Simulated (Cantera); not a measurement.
A perfectly stirred reactor is fed with NH₃ : N₂ = 0.51 : 3.6 (molar parts), at 0.0310 bar; it is held at 2350 K, and followed from long to short residence time.

Model: the gas-phase N/H chemistry of the illustrative SiF4/NH3 mechanism in the Surface Chemkin manual (1991), integrated in Cantera. Walls and surfaces, which speed up NH3 decomposition in real reactors, are not modelled.

Task: Predict: x(NH₃) at τ = 3.50 s; x(N₂) at τ = 3.50 s; x(N₂H₂) at τ = 3.50 s; x(H₂) at τ = 3.50 s; x(NH₂) at τ = 3.50 s; x(NH₃) at τ = 24.0 ms; x(N₂) at τ = 24.0 ms; x(N₂H₂) at τ = 24.0 ms; x(H₂) at τ = 24.0 ms; x(NH₂) at τ = 24.0 ms.

Result: 
| Property | Value |
|---|---|
| x(NH₃) at τ = 3.50 s | 0.000732 |
| x(N₂) at τ = 3.50 s | 0.833 |
| x(N₂H₂) at τ = 3.50 s | 1.67e-8 |
| x(H₂) at τ = 3.50 s | 0.163 |
| x(NH₂) at τ = 3.50 s | 4.49e-5 |
| x(NH₃) at τ = 24.0 ms | 0.0747 |
| x(N₂) at τ = 24.0 ms | 0.859 |
| x(N₂H₂) at τ = 24.0 ms | 2.16e-6 |
| x(H₂) at τ = 24.0 ms | 0.0646 |
| x(NH₂) at τ = 24.0 ms | 0.00115 |
